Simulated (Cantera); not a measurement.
A Cantera script and its output.

```python
import numpy as np
import cantera as ct

surf = ct.Interface("ptcombust.yaml", "Pt_surf")
gas = surf.adjacent["gas"]
gas.TPX = 698, 150000, {'H2': 0.013, 'O2': 0.017, 'N2': 0.79, 'H2O': 0.062}
surf.TP = 698, 150000
reactor = ct.FlowReactor(gas, clone=False)
reactor.area = 0.0001  # m2
reactor.surface_area_to_volume_ratio = 660  # 1/m
reactor.mass_flow_rate = 3.1 * reactor.area * gas.density  # inlet velocity 3.1 m/s
reactor.energy_enabled = False
wall = ct.ReactorSurface(surf, reactor, clone=False)
net = ct.ReactorNet([reactor])
net.rtol, net.atol = 1e-8, 1e-16
show, cover = ['H2', 'O2', 'H2O'], ['PT(S)', 'H(S)', 'O(S)', 'OH(S)', 'CO(S)', 'C(S)']

rows = []
print(f"{'z/m':>9s}{'u/(m/s)':>9s}" + "".join(f"{s:>13s}" for s in show + cover))
for z in [0.00066, 0.0011, 0.0018, 0.003, 0.0051, 0.0085, 0.014, 0.024, 0.039, 0.066]:
    net.advance(z)
    rows.append([reactor.speed, *gas[show].X, *surf[cover].coverages])
    print(f"{z:9.4g}{rows[-1][0]:9.3g}" + "".join(f"{x:13.4e}" for x in rows[-1][1:]))
```

Result:

```
      z/m  u/(m/s)           H2           O2          H2O        PT(S)         H(S)         O(S)        OH(S)        CO(S)         C(S)
  0.00066     3.08   1.6122e-03   1.2790e-02   8.3984e-02   2.2583e-01   1.6841e-07   7.4490e-01   2.8949e-02  -4.6309e-24   4.8814e-29
   0.0011     3.08   9.5435e-04   1.2465e-02   8.4670e-02   1.3745e-01   7.2834e-08   8.3834e-01   2.4010e-02  -5.2430e-25  -2.5140e-29
   0.0018     3.08   5.7282e-04   1.2276e-02   8.5068e-02   8.4640e-02   3.3266e-08   8.9574e-01   1.9501e-02  -9.3166e-27  -4.8899e-29
    0.003     3.08   3.3479e-04   1.2159e-02   8.5316e-02   5.2075e-02   1.5448e-08   9.3223e-01   1.5618e-02   2.8885e-25  -2.2991e-30
   0.0051     3.08   1.8619e-04   1.2085e-02   8.5471e-02   3.3284e-02   7.6782e-09   9.5403e-01   1.2638e-02   2.9495e-26   1.5732e-30
   0.0085     3.08   9.7988e-05   1.2042e-02   8.5563e-02   2.3782e-02   4.5465e-09   9.6543e-01   1.0750e-02   5.5016e-26   1.0716e-30
    0.014     3.08   4.4583e-05   1.2015e-02   8.5619e-02   1.9039e-02   3.2101e-09   9.7128e-01   9.6497e-03   3.0167e-26   2.5240e-31
    0.024     3.08   1.3401e-05   1.2000e-02   8.5651e-02   1.6687e-02   2.6089e-09   9.7424e-01   9.0487e-03   6.6336e-26  -8.0608e-32
    0.039     3.08   2.5422e-06   1.1994e-02   8.5663e-02   1.5942e-02   2.4274e-09   9.7519e-01   8.8490e-03  -6.5391e-29  -3.1862e-32
    0.066     3.08   1.3691e-07   1.1993e-02   8.5665e-02   1.5782e-02   2.3890e-09   9.7539e-01   8.8054e-03  -3.2349e-31  -1.3976e-35
```

Detailed kinetics in Cantera: Deutschmann's 1995 Pt surface mechanism with GRI-Mech 3.0 gas chemistry. Catalytic surfaces can have several steady states; this one follows from the mechanism file's or the stated starting coverage. Mass transfer to the wall is taken as infinitely fast.
